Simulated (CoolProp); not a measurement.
A simple Rankine cycle with R141b: condensing at 315.15 K, boiler at 0.884 MPa, turbine inlet 387.5 K, turbine efficiency 0.6, pump efficiency 0.8, no recuperator. Each further row changes one setting.

Computed with CoolProp (reference Helmholtz-energy equation of state, Lemmon 2006). It is a short technical equation, of lower accuracy than the large ones.

```
case                             thermal efficiency (%)  net work (kJ/kg)  heat in (kJ/kg)  turbine exit temperature (K)  volume ratio over the turbine
-------------------------------  ----------------------  ----------------  ---------------  ----------------------------  -----------------------------
as stated                                           9.2              24.3              265                         343.0                           6.36
turbine inlet 407.5 K                               9.2              26.3              286                         364.5                           6.24
condensing temperature 307.15 K                    10.1              27.8              275                         337.9                           8.26
boiler pressure 0.619 MPa                           7.6              20.7              271                         354.0                           4.33
turbine efficiency 0.5                              7.6              20.1              265                         347.9                           6.47
```
